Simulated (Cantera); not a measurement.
A jet of 4.71 % CH4, 10.7 % O2, 84.6 % N2, equivalence ratio 0.88 at 300 K and 2200 Pa hits a platinum plate 6.6 cm away at a mass flux of 0.04 kg/m²/s; the plate temperature is set and raised in steps from an oxygen-covered start.

Computed with Cantera and Deutschmann's 1995 Pt surface mechanism with GRI-Mech 3.0 gas chemistry. Catalytic surfaces can have several steady states; this one follows from the mechanism file's or the stated starting coverage.

x: mole fraction at the wall; θ: surface coverage.

```json
[
 {"plate T (K)": "900", "wall x CH4": "0.0326", "wall x O2": "0.0761", "wall x H2O": "0.0272", "wall x OH": "5.18e-8", "wall x CO": "1.61e-5", "wall x CO2": "0.0178", "θ free Pt": "0.303", "θ O*": "0.696"},
 {"plate T (K)": "950", "wall x CH4": "0.0265", "wall x O2": "0.0631", "wall x H2O": "0.0385", "wall x OH": "1.65e-7", "wall x CO": "1.88e-5", "wall x CO2": "0.0253", "θ free Pt": "0.392", "θ O*": "0.607"},
 {"plate T (K)": "1000", "wall x CH4": "0.0213", "wall x O2": "0.0521", "wall x H2O": "0.0481", "wall x OH": "4.49e-7", "wall x CO": "2.15e-5", "wall x CO2": "0.0317", "θ free Pt": "0.482", "θ O*": "0.518"},
 {"plate T (K)": "1050", "wall x CH4": "0.0174", "wall x O2": "0.0437", "wall x H2O": "0.0553", "wall x OH": "1.07e-6", "wall x CO": "2.48e-5", "wall x CO2": "0.0365", "θ free Pt": "0.567", "θ O*": "0.432"},
 {"plate T (K)": "1100", "wall x CH4": "0.0145", "wall x O2": "0.0378", "wall x H2O": "0.0604", "wall x OH": "2.29e-6", "wall x CO": "2.93e-5", "wall x CO2": "0.0399", "θ free Pt": "0.646", "θ O*": "0.354"},
 {"plate T (K)": "1150", "wall x CH4": "[?]", "wall x O2": "[?]", "wall x H2O": "0.0639", "wall x OH": "[?]", "wall x CO": "[?]", "wall x CO2": "0.0423", "θ free Pt": "0.715", "θ O*": "[?]"},
 {"plate T (K)": "1200", "wall x CH4": "[?]", "wall x O2": "[?]", "wall x H2O": "0.0664", "wall x OH": "[?]", "wall x CO": "[?]", "wall x CO2": "0.0439", "θ free Pt": "[?]", "θ O*": "[?]"}
]
```

What belongs in the gaps?


- 1150, wall x CH4: 0.0125
- 1150, wall x O2: 0.0336
- 1150, wall x OH: 4.49e-6
- 1150, wall x CO: 3.57e-5
- 1150, θ O*: 0.284
- 1200, wall x CH4: 0.0111
- 1200, wall x O2: 0.0307
- 1200, wall x OH: 8.15e-6
- 1200, wall x CO: 4.49e-5
- 1200, θ free Pt: 0.775
- 1200, θ O*: 0.225
